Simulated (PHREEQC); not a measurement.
Consider water at 70 °C with 0.044 mol TMAH per kg of water. Closed to the air; pH follows from the charge balance.

Equilibrium calculation in PHREEQC: ion-association model, phreeqc.dat.

This is a speciation only: nothing precipitates in the calculation.

Q: What pH does the model give?

A: pH 11.34.

Complexes and solids missing from the database can't appear. (CH3)4N+ isn't in the database: it is added as a free cation with an ion size of 4 Å. At this temperature some constants are extrapolated from 25 °C, and those without enthalpy data are left unchanged.
